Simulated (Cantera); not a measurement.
## Thermodynamics of carbothermic reduction, feed CuO + CO

A closed system holds: 1 mol CuO, 14 mol CO, equilibrated at 10.0 mbar.

These are equilibrium values from Cantera (NASA tables, ideal gas, pure condensed phases), not measurements of a reactor. Candidate condensed phases: C, Cu, CuO, Cu₂O; 15 gas species. Kinetics and transport are ignored.

```csv
T (°C),log p CO,log p CO₂,log p Cu,log p O,log p O₂,log p Cu₂,n Cu(s),n Cu(l)
702,-2.03,-3.15,-11.25,<-14,<-14,<-14,1.00,0
902,-2.03,-3.15,-8.22,<-14,<-14,-12.89,1.000,0
1102,-2.03,-3.15,-6.08,-13.51,<-14,-9.88,0,0.999
1302,-2.03,-3.15,-4.56,-10.93,-11.92,-7.77,0,0.962
1502,-2.05,-3.16,-3.39,-8.93,-9.83,-6.16,0,0.409
1702,-2.06,-3.18,-3.18,-7.34,-8.17,-6.31,0,0
1902,-2.06,-3.18,-3.18,-6.05,-6.82,-6.78,0,0
2102,-2.06,-3.19,-3.18,-4.98,-5.72,-7.18,0,0
```
log p: log10 of the partial pressure in bar; n: condensed amount in mol.

From 702 °C to 902 °C the condensed part is Cu(s). From 1102 °C to 1502 °C the condensed part is Cu(l). From 1702 °C to 2102 °C nothing is condensed.
